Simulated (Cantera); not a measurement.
# C + H₂O + N₂ (carbon deposition, reforming and gasification)

Input: 1 mol C, 0.38 mol H₂O, 1.3 mol N₂, at 75.0 Torr.

Cantera equilibrium calculation (NASA polynomials, part measured and part estimated; ideal gas, pure solids and liquids). Candidate condensed phases: C, C₆H₆, C₇H₈, C₈H₁₈, H₂O; 136 gas species. Kinetics and transport are ignored.

```json
[
 {"T (K)": "1948", "x N₂": "0.628", "x CO": "0.184", "x H₂": "0.181", "x H": "0.00152", "x HCN": "0.00403", "x HNC": "0.000208", "x C₂H₂ (acetylene)": "9.77e-5", "x CN": "7.05e-7", "n C(graphite)": "0.611"},
 {"T (K)": "1998", "x N₂": "0.628", "x CO": "0.184", "x H₂": "0.180", "x H": "0.00215", "x HCN": "0.00492", "x HNC": "0.000279", "x C₂H₂ (acetylene)": "0.000137", "x CN": "1.38e-6", "n C(graphite)": "0.609"},
 {"T (K)": "2048", "x N₂": "0.627", "x CO": "0.184", "x H₂": "0.179", "x H": "0.00300", "x HCN": "0.00595", "x HNC": "0.000368", "x C₂H₂ (acetylene)": "0.000188", "x CN": "2.61e-6", "n C(graphite)": "0.606"},
 {"T (K)": "2098", "x N₂": "0.626", "x CO": "0.184", "x H₂": "0.178", "x H": "0.00411", "x HCN": "0.00711", "x HNC": "0.000478", "x C₂H₂ (acetylene)": "0.000254", "x CN": "4.78e-6", "n C(graphite)": "0.603"},
 {"T (K)": "2148", "x N₂": "0.625", "x CO": "0.184", "x H₂": "0.176", "x H": "0.00553", "x HCN": "0.00841", "x HNC": "0.000614", "x C₂H₂ (acetylene)": "0.000338", "x CN": "8.51e-6", "n C(graphite)": "0.600"},
 {"T (K)": "2198", "x N₂": "0.623", "x CO": "0.184", "x H₂": "0.174", "x H": "0.00735", "x HCN": "0.00987", "x HNC": "0.000777", "x C₂H₂ (acetylene)": "0.000442", "x CN": "1.48e-5", "n C(graphite)": "0.596"},
 {"T (K)": "2248", "x N₂": "0.622", "x CO": "0.184", "x H₂": "0.172", "x H": "0.00963", "x HCN": "0.0115", "x HNC": "0.000972", "x C₂H₂ (acetylene)": "0.000570", "x CN": "2.50e-5", "n C(graphite)": "0.592"},
 {"T (K)": "2298", "x N₂": "0.620", "x CO": "0.183", "x H₂": "0.169", "x H": "0.0125", "x HCN": "0.0132", "x HNC": "0.00120", "x C₂H₂ (acetylene)": "0.000724", "x CN": "4.13e-5", "n C(graphite)": "0.587"},
 {"T (K)": "2348", "x N₂": "0.618", "x CO": "0.183", "x H₂": "0.166", "x H": "0.0159", "x HCN": "0.0151", "x HNC": "0.00147", "x C₂H₂ (acetylene)": "0.000906", "x CN": "6.67e-5", "n C(graphite)": "0.582"},
 {"T (K)": "2398", "x N₂": "0.615", "x CO": "0.183", "x H₂": "0.162", "x H": "0.0201", "x HCN": "0.0171", "x HNC": "0.00177", "x C₂H₂ (acetylene)": "0.00112", "x CN": "0.000106", "n C(graphite)": "0.576"},
 {"T (K)": "2448", "x N₂": "0.612", "x CO": "0.182", "x H₂": "0.158", "x H": "0.0250", "x HCN": "0.0193", "x HNC": "0.00212", "x C₂H₂ (acetylene)": "0.00136", "x CN": "0.000164", "n C(graphite)": "0.569"},
 {"T (K)": "2498", "x N₂": "0.609", "x CO": "0.182", "x H₂": "0.153", "x H": "0.0308", "x HCN": "0.0215", "x HNC": "0.00251", "x C₂H₂ (acetylene)": "0.00164", "x CN": "0.000250", "n C(graphite)": "0.562"}
]
```
x: gas mole fraction; n: condensed amount in mol.

From 1948 K to 2498 K the condensed part is C(graphite). The main C-bearing gas is CO throughout. The share of C in condensed phases is highest at 1948 K (61.1 %) and lowest at 2498 K (56.2 %).
